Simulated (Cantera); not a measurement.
# CHF₃ + HCl + H₂ (fluorocarbon and chlorocarbon gases)

Input: 1 mol CHF₃, 2.3 mol HCl, 0.48 mol H₂.

These are equilibrium values from Cantera (NASA tables, ideal gas, pure condensed phases), not measurements of a reactor. Candidate condensed phases: C, C₆H₆, C₇H₈, C₈H₁₈; 118 gas species. Equilibrium is a limit: real reactors are often held back by kinetics, nucleation or transport.

Task: Map the stable condensed phases over T = 1698, 1798, 1898, 1998, 2098, 2198, 2298, 2398, 2498, 2598, 2698, 2798, 2898 K and P in Pa = 1, 3.6, 13, 46, 170, 600, 2200, 7700, 28000, 100000.

Result: 
```
T in K \ P in Pa
              1    3.6     13     46    170    600   2200   7700  28000 100000
   2898       A      A      A      A      A      B      B      B      B      B
   2798       A      A      A      A      B      B      B      B      B      B
   2698       A      A      A      B      B      B      B      B      B      B
   2598       A      A      B      B      B      B      B      B      B      B
   2498       A      B      B      B      B      B      B      B      B      B
   2398       B      B      B      B      B      B      B      B      B      B
   2298       B      B      B      B      B      B      B      B      B      B
   2198       B      B      B      B      B      B      B      B      B      B
   2098       B      B      B      B      B      B      B      B      B      B
   1998       B      B      B      B      B      B      B      B      B      B
   1898       B      B      B      B      B      B      B      B      B      B
   1798       B      B      B      B      B      B      B      B      B      B
   1698       B      B      B      B      B      B      B      B      B      B
```
A: gas only; B: C.
